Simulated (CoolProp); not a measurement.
Vapour-liquid equilibrium of R125 (1) + R236EA (2) at 302.6 K; x and y are mole fractions of (1).

Computed with CoolProp (multi-fluid Helmholtz-energy mixture model, Lemmon 2005 and Rui 2013; pair parameters Bell 2016).

Give the bubble pressure and the first vapour's composition at x = 0.05, 0.35, 0.95. Is there an azeotrope?

x = 0.05: 3.006 bar, y = 0.225; x = 0.35: 6.630 bar, y = 0.723; x = 0.95: 14.65 bar, y = 0.985. No azeotrope shows between x = 0.05 and 0.95.

The pair parameters rest on a limited set of measurements; away from them the model extrapolates.
